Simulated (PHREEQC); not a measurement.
Make-up at 25 °C: 0.0024 mol/kgw HCl, 6.5e-05 mol/kgw ZnSO4 and 0.12 mol/kgw Na2SO4. Closed to the air; pH follows from the charge balance.

Computed with PHREEQC (ion-association model, wateq4f.dat).

This is a speciation only: nothing precipitates in the calculation.

**Question.** Estimate the pH.

**Answer.** pH 3.27.

**Question.** In which forms is Zn present?

**Answer.** ZnSO4 42 %, Zn(SO4)2-2 29 %, Zn+2 29 % of the Zn.

Complexes and solids missing from the database can't appear.
